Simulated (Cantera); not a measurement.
What does this Cantera script print?

```python
import numpy as np
import cantera as ct

gas = ct.Solution("gri30.yaml")
gas.TPX = 1275, 500000, {'CH3OH': 0.0041, 'O2': 0.042, 'N2': 1}
inlet = ct.Reservoir(gas, clone=True)

reactor = ct.IdealGasConstPressureReactor(gas, energy="off", clone=False)
exhaust = ct.Reservoir(gas, clone=True)
tau = [2.3, 0.85, 0.32, 0.12, 0.043, 0.016, 0.006, 0.0022, 0.00082, 0.00031][0]
for a, b in ((inlet, reactor), (reactor, exhaust)):
    ct.MassFlowController(a, b, mdot=lambda t: reactor.mass / tau)
net = ct.ReactorNet([reactor])
show = ['CH3OH', 'O2', 'CH2CO', 'HCO', 'H2O', 'H']

rows = []
print(f"{'tau/s':>10s}{'T/K':>9s}" + "".join(f"{s:>11s}" for s in show))
for tau in [2.3, 0.85, 0.32, 0.12, 0.043, 0.016, 0.006, 0.0022, 0.00082, 0.00031]:
    net.initial_time = 0.0
    net.advance(30 * tau)
    before = gas.X
    net.advance(40 * tau)
    drift = np.max(np.abs(gas.X - before) / (gas.X + 1e-9))
    rows.append([gas.T, *gas[show].X, drift])
    print(f"{tau:10.3e}{gas.T:9.1f}" + "".join(f"{x:11.3e}" for x in gas[show].X))
```

Output:

```
     tau/s      T/K      CH3OH         O2      CH2CO        HCO        H2O          H
 2.300e+00   1275.0  1.770e-06  3.423e-02  1.336e-13  6.182e-11  7.817e-03  5.982e-09
 8.500e-01   1275.0  4.107e-06  3.427e-02  6.060e-13  1.670e-10  7.810e-03  1.472e-08
 3.200e-01   1275.0  8.905e-06  3.436e-02  2.296e-12  4.421e-10  7.794e-03  3.463e-08
 1.200e-01   1275.0  1.862e-05  3.451e-02  7.527e-12  1.171e-09  7.762e-03  7.961e-08
 4.300e-02   1275.0  3.975e-05  3.479e-02  2.302e-11  3.224e-09  7.689e-03  1.835e-07
 1.600e-02   1275.0  8.419e-05  3.519e-02  6.326e-11  8.447e-09  7.528e-03  3.887e-07
 6.000e-03   1275.0  1.864e-04  3.574e-02  1.660e-10  2.139e-08  7.140e-03  7.529e-07
 2.200e-03   1275.0  4.588e-04  3.656e-02  3.965e-10  5.121e-08  6.133e-03  1.244e-06
 8.200e-04   1275.0  1.195e-03  3.781e-02  5.489e-10  9.286e-08  4.032e-03  1.402e-06
 3.100e-04   1275.0  2.620e-03  3.928e-02  1.711e-10  7.128e-08  1.389e-03  9.323e-07
```

Model: GRI-Mech 3.0 (53 species, 325 reactions), integrated in Cantera. GRI-Mech 3.0 was tuned for natural gas; its chemistry of methanol as a main component is partial and can be far from experiment.
